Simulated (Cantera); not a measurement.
Charge: 1 mol SiH₂Cl₂, 0.51 mol N₂, equilibrated at 825 °C and 91.0 Pa.

Method: chemical equilibrium by Gibbs-energy minimisation in Cantera with the NASA 1993 tables (ideal gas, pure condensed phases). Candidate condensed phases: NH₄Cl, Si, Si₃N₄; 28 gas species. N₂ is the only nitrogen source here; it is nearly inert below about 1500 K, so the nitride shown seldom forms there in practice. The tables' values for SiCl₃ are old estimates; treat these amounts as uncertain. Kinetics and transport are ignored.

### Question
What is the equilibrium state?

### Answer
| Item | Value |
|---|---|
| x(HCl) | 0.493 |
| x(H₂) | 0.323 |
| x(SiCl₄) | 0.156 |
| x(N₂) | 0.0203 |
| x(SiCl₃) | 0.00475 |
| x(SiCl₂) | 0.00203 |
| x(SiHCl₃) | 0.00149 |
| x(SiH₂Cl₂) | 1.69e-6 |
| n(Si₃N₄(s)) | 0.237 mol |
| gas amount | 1.755 mol |
| log10 activity of Si(s) (absent) | -2.88 |
